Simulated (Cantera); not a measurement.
A perfectly stirred reactor is fed with 23.0 % H₂, 16.2 % O₂, 60.9 % N₂, equivalence ratio 0.71, at 110000 Pa; it is adiabatic with a 550 K inlet, and is followed from long to short residence time, starting on the burning branch (τ in s: 0.071, 0.026, 0.0098, 0.0036, 0.0013, 0.0005, 0.00018, 6.8e-05, 2.5e-05, 9.3e-06).

Computed with Cantera and the H2/O2 subset of GRI-Mech 3.0, which has no nitrogen chemistry.

Task: Predict: blow-out, bracketed by the residence times tried; x(H₂) at τ = 71.0 ms; x(O₂) at τ = 71.0 ms; x(H) at τ = 71.0 ms; x(H₂O) at τ = 71.0 ms; x(O) at τ = 71.0 ms; x(H₂) at τ = 0.500 ms; x(O₂) at τ = 0.500 ms; x(H) at τ = 0.500 ms; x(H₂O) at τ = 0.500 ms; x(O) at τ = 0.500 ms.

Result: 
| Quantity | Value |
|---|---|
| blow-out, bracketed by the residence times tried | burning at 25.0 µs, out at 9.30 µs |
| x(H₂) at τ = 71.0 ms | 0.00159 |
| x(O₂) at τ = 71.0 ms | 0.0517 |
| x(H) at τ = 71.0 ms | 0.000273 |
| x(H₂O) at τ = 71.0 ms | 0.254 |
| x(O) at τ = 71.0 ms | 0.000755 |
| x(H₂) at τ = 0.500 ms | 0.0122 |
| x(O₂) at τ = 0.500 ms | 0.0533 |
| x(H) at τ = 0.500 ms | 0.00682 |
| x(H₂O) at τ = 0.500 ms | 0.232 |
| x(O) at τ = 0.500 ms | 0.00599 |
